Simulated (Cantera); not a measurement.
Predominance diagram of Mg at 1700 K against the partial pressures of O2 and SO2 (log10, bar). Source: NASA polynomial tables (part measured, part estimated), evaluated in Cantera. Candidates: Mg(l), MgO(s), MgS(s), MgSO4(l). Only these pure phases compete in this equilibrium. 

### Question
Which phase is stable at these pairs, and which metal-bearing vapour leads over it? (-7, 0); (-12, -12); (-10, -12); (-13, -9.4); (-5, -3.4); (-8, -3.4); (-3, -10.3)

### Answer
```csv
log p(O2),log p(SO2),phase,chief vapour,log p (bar)
-7,0,MgO(s),MgS,-8.1
-12,-12,MgO(s),Mg,-5.7
-10,-12,MgO(s),Mg,-6.7
-13,-9.4,MgO(s),Mg,-5.2
-5,-3.4,MgO(s),Mg,-9.2
-8,-3.4,MgO(s),Mg,-7.7
-3,-10.3,MgO(s),Mg,-10.2
```
